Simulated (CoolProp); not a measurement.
Vapour-liquid equilibrium of propane (1) + R113 (2) at 287.3 K; x and y are mole fractions of (1).

Computed with CoolProp (multi-fluid Helmholtz-energy mixture model, Lemmon 2009 and Marx 1992; pair parameters Bell 2016).

Give the bubble pressure and the first vapour's composition at x = 0.5, 0.65, 0.8. Is there an azeotrope?

x = 0.5: 3.896 bar, y = 0.952; x = 0.65: 4.814 bar, y = 0.970; x = 0.8: 5.742 bar, y = 0.983. No azeotrope shows between x = 0.05 and 0.95.

The pair parameters rest on a limited set of measurements; away from them the model extrapolates. The gap from Raoult's law changes sign with composition, which may be real or a fault of the pair parameters; it wasn't checked against measurements.
